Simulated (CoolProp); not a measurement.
Vapour-liquid equilibrium of dimethyl ether (1) + chloromethane (R40) (2) at 1.85 bar; x and y are mole fractions of (1).

Values from CoolProp's multi-fluid Helmholtz-energy mixture model, Wu 2011 and Thol 2014; pair parameters Bell 2016.

| x | bubble temperature, mixture model (K) | bubble temperature, Raoult's law (K) | y, mixture model | y, Raoult's law |
|---|---|---|---|---|
| 0.05 | 264.2 | 263.9 | 0.042 | 0.051 |
| 0.2 | 264.8 | 263.8 | 0.183 | 0.205 |
| 0.35 | 265.1 | 263.7 | 0.340 | 0.357 |
| 0.5 | 265.1 | 263.5 | 0.506 | 0.508 |
| 0.65 | 264.9 | 263.4 | 0.671 | 0.657 |
| 0.8 | 264.3 | 263.3 | 0.825 | 0.805 |
| 0.95 | 263.5 | 263.2 | 0.960 | 0.951 |

The largest gap from Raoult's law is +1.6 K in bubble temperature, at x = 0.5. y crosses x between x = 0.35 and 0.5: the model has an azeotrope there.

Pair parameters are fitted to limited data, so mixtures are less certain than the pure fluids.
